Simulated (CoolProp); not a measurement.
Properties of R1234yf along the isotherm 410 K.

Model: reference Helmholtz-energy equation of state, Lemmon 2022, in CoolProp.

```tsv
p (MPa)	phase	cp (kJ/(kg K))	isothermal compressibility (1/MPa)	viscosity (µPa s)	Prandtl number	fugacity coefficient
3.38	gas	1.380	0.4272	18.8	0.963	0.7737
6.77	supercritical	2.209	0.2040	39.5	2.13	0.5766
10.2	supercritical	1.694	0.04430	60.9	2.15	0.4578
13.5	supercritical	1.561	0.02315	72.2	2.16	0.3994
16.9	supercritical	1.498	0.01533	81.8	2.21	0.3659
20.3	supercritical	1.460	0.01140	90.6	2.27	0.3468
23.7	supercritical	1.434	0.009055	98.7	2.34	0.3365
27.1	supercritical	1.415	0.007498	107	2.41	0.3321
30.5	supercritical	1.401	0.006393	114	2.48	0.3319
33.8	supercritical	1.390	0.005589	121	2.54	0.3350
```

The peak of cp marks the crossing from liquid-like to gas-like fluid above the critical point.

Viscosity comes from a separate model (Bell 2016), an estimate that may be off by 10 % or more. Thermal conductivity comes from a separate model (Perkins 2011).
